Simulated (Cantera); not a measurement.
# Equilibrium for hydrogen reduction and annealing atmospheres: V2O3 + H2

Feed: 1 mol V2O3, 17 mol H2, equilibrated at 2100 K and 72.0 Pa.

Method: chemical equilibrium by Gibbs-energy minimisation in Cantera with the NASA 1993 tables (ideal gas, pure condensed phases). Candidate condensed phases: H2O, V, VO, V2O3, V2O4, V2O5; 12 gas species. VO: taken at fixed stoichiometry. Kinetics and transport are ignored.

| Quantity | Result |
|---|---|
| x(H2) | 0.830 |
| x(H) | 0.106 |
| x(VO2) | 0.0368 |
| x(H2O) | 0.0161 |
| x(VO) | 0.0111 |
| x(V) | 0.000347 |
| x(OH) | 0.000245 |
| x(O) | 2.23e-5 |
| n(VO(l)) | 1.09 mol |
| gas amount | 18.92 mol |
| log10 activity of V(s) (absent) | -1.59 |
| log10 activity of V2O5(l) (absent) | -8.66 |
